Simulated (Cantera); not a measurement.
An isothermal, constant-pressure homogeneous reactor starts with 8.68 % H₂, 91.3 % O₂, at 1423 K and 0.0120 bar.

Cantera simulation using the H2/O2 subset of GRI-Mech 3.0, which has no nitrogen chemistry; the numbers are that mechanism's predictions, not measurements. Radical loss at walls, strong at low pressure, is not modelled. The temperature is held fixed by assumption; the heat of reaction is taken as removed at once.

x: mole fraction; the columns are a selection and need not sum to one.

| t (s) | x H₂ | x O₂ | x O | x H₂O₂ | x OH | x HO₂ |
|---|---|---|---|---|---|---|
| 2.00e-6 | 0.0868 | 0.913 | 2.00e-10 | <1e-12 | 1.99e-10 | 4.56e-9 |
| 8.51e-6 | 0.0868 | 0.913 | 3.24e-9 | 2.76e-12 | (withheld) | 1.94e-8 |
| 3.62e-5 | 0.0868 | 0.913 | 4.31e-8 | 4.94e-11 | (withheld) | 8.26e-8 |
| 0.000154 | 0.0868 | 0.913 | 8.49e-7 | 8.57e-10 | (withheld) | 3.51e-7 |
| 0.000656 | 0.0786 | 0.907 | 0.00349 | 1.57e-8 | (withheld) | 1.67e-6 |
| 0.00279 | 0.00227 | 0.846 | 0.0553 | 7.55e-8 | 0.00986 | 2.56e-6 |
| 0.0119 | 0.00201 | 0.854 | 0.0478 | 7.49e-8 | 0.00932 | 2.51e-6 |
| 0.0505 | 0.00120 | 0.878 | 0.0270 | 6.79e-8 | (withheld) | 2.20e-6 |
| 0.215 | 0.000246 | 0.902 | 0.00528 | 3.75e-8 | (withheld) | 1.06e-6 |
| 0.915 | 2.14e-5 | 0.908 | 0.000452 | 1.05e-8 | (withheld) | 1.97e-7 |
| 3.89 | 2.18e-6 | 0.909 | 4.61e-5 | 2.51e-9 | (withheld) | 7.46e-8 |
| 16.6 | 5.95e-7 | 0.909 | 1.26e-5 | 1.26e-9 | 0.000166 | 1.00e-7 |
| 70.5 | 5.58e-7 | 0.909 | 1.18e-5 | 1.23e-9 | 0.000161 | 1.03e-7 |
| 300 | 5.58e-7 | 0.909 | 1.18e-5 | 1.23e-9 | 0.000161 | 1.03e-7 |

Question: Complete the blanks.

Answer: 
- 8.51e-6, x OH: 3.17e-9
- 3.62e-5, x OH: 3.95e-8
- 0.000154, x OH: 7.13e-7
- 0.000656, x OH: 0.00277
- 0.0505, x OH: 0.00730
- 0.215, x OH: 0.00335
- 0.915, x OH: 0.000991
- 3.89, x OH: 0.000317
